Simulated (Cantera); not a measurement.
An isothermal, constant-pressure homogeneous reactor starts with CH₄ : H₂ : O₂ = 0.013 : 1 : 0.0072 (molar parts), at 1750 K and 18.8 Torr. Integrator tolerance rtol = 1e-08.

Computed with Cantera and GRI-Mech 3.0 (53 species, 325 reactions). Radical loss at walls, strong at low pressure, is not modelled.

Question: What does this change do: temperature 1750 to 2975 K?

Answer: 
```json
[
 {"quantity": "x(CH₄) at 2.00 s", "before": "0.00233 (gas-phase equilibrium 1.83e-9)", "after": "<1e-12 (gas-phase equilibrium <1e-12)"},
 {"quantity": "x(H₂) at 2.00 s", "before": "0.977 (gas-phase equilibrium 0.985)", "after": "0.401 (gas-phase equilibrium 0.401)"},
 {"quantity": "x(O₂) at 2.00 s", "before": "7.38e-12 (gas-phase equilibrium <1e-12)", "after": "1.05e-7 (gas-phase equilibrium 1.05e-7)"},
 {"quantity": "x(H₂O) at 2.00 s", "before": "0.0132 (gas-phase equilibrium 0.00134)", "after": "0.000496 (gas-phase equilibrium 0.000496)"},
 {"quantity": "x(C₂H₆) at 2.00 s", "before": "2.66e-8 (gas-phase equilibrium <1e-12)", "after": "<1e-12 (gas-phase equilibrium <1e-12)"},
 {"quantity": "x(CO₂) at 2.00 s", "before": "3.26e-6 (gas-phase equilibrium 4.71e-6)", "after": "1.49e-6 (gas-phase equilibrium 1.49e-6)"},
 {"quantity": "x(H₂O₂) at 2.00 s", "before": "<1e-12 (gas-phase equilibrium <1e-12)", "after": "<1e-12 (gas-phase equilibrium <1e-12)"}
]
```
